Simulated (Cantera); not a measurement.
Cantera run, input and output.

```python
import numpy as np
import cantera as ct

gas = ct.Solution("gri30.yaml")
gas.TPX = 650, 30000, {'CH4': 1, 'O2': 1.33, 'N2': 4.93}
flame = ct.FreeFlame(gas, width=0.093)
flame.set_refine_criteria(ratio=3, slope=0.08, curve=0.16)
flame.transport_model = "mixture-averaged"
flame.solve(loglevel=0, auto=True)
z, T = flame.grid, flame.T
thick = (T[-1] - T[0]) / np.gradient(T, z).max()
show = ['CH4', 'O2', 'H', 'CH2O', 'C2H', 'HO2']
print(f"laminar burning velocity  {flame.velocity[0] * 100:.3f} cm/s")
print(f"burnt temperature         {T[-1]:.1f} K")
print(f"thermal thickness         {thick * 1e3:.4f} mm")
print(f"grid points               {len(z)}")
z0 = z[flame.heat_release_rate.argmax()]
print(f"{'z/mm':>9s}{'T/K':>9s}{'u/(m/s)':>9s}" + "".join(f"{s:>11s}" for s in show))
rows = []
for k in (-3, -2, -1.5, -1, -0.5, -0.25, 0, 0.25, 0.5, 1, 2, 4, 8):
    zz = z0 + k * thick
    rows.append([k * thick, np.interp(zz, z, T), np.interp(zz, z, flame.velocity),
                 *(np.interp(zz, z, flame.X[gas.species_index(s)]) for s in show)])
    print(f"{rows[-1][0] * 1e3:9.3f}{rows[-1][1]:9.1f}{rows[-1][2]:9.3f}" + "".join(f"{x:11.3e}" for x in rows[-1][3:]))
```

It prints:

```
laminar burning velocity  98.523 cm/s
burnt temperature         2143.3 K
thermal thickness         1.4290 mm
grid points               137
     z/mm      T/K  u/(m/s)        CH4         O2          H       CH2O        C2H        HO2
   -4.287    650.5    0.990  1.371e-01  1.824e-01  5.609e-11  3.080e-07  1.377e-22  1.658e-07
   -2.858    656.2    1.005  1.355e-01  1.808e-01  1.145e-08  5.785e-06  4.368e-19  2.201e-06
   -2.144    673.2    1.039  1.329e-01  1.784e-01  2.017e-07  2.666e-05  3.551e-17  7.869e-06
   -1.429    762.1    1.194  1.235e-01  1.700e-01  4.786e-06  1.658e-04  1.974e-14  2.338e-05
   -0.715   1154.0    1.858  8.616e-02  1.316e-01  1.204e-04  8.676e-04  3.395e-10  5.530e-05
   -0.357   1510.3    2.476  4.948e-02  8.842e-02  7.540e-04  1.129e-03  4.885e-08  8.974e-05
    0.000   1835.7    3.055  1.633e-02  4.169e-02  3.007e-03  6.269e-04  1.189e-06  4.426e-05
    0.357   2010.7    3.366  3.322e-03  1.444e-02  5.798e-03  2.059e-04  3.187e-06  7.384e-06
    0.715   2074.4    3.474  6.635e-04  4.466e-03  7.279e-03  5.880e-05  2.396e-06  9.917e-07
    1.429   2104.0    3.517  4.998e-05  5.296e-04  7.792e-03  5.972e-06  5.844e-07  7.810e-08
    2.858   2112.6    3.526  1.736e-06  1.232e-04  7.481e-03  2.368e-07  3.763e-08  2.884e-08
    5.716   2118.0    3.533  1.904e-08  9.988e-05  6.925e-03  3.164e-09  4.102e-10  2.444e-08
   11.432   2125.4    3.543  8.567e-11  7.776e-05  6.092e-03  7.744e-10  1.530e-12  1.956e-08
```

Cantera simulation using GRI-Mech 3.0 (53 species, 325 reactions); the numbers are that mechanism's predictions, not measurements. Burning velocities carry a grid error of a few per cent, more on coarse grids.
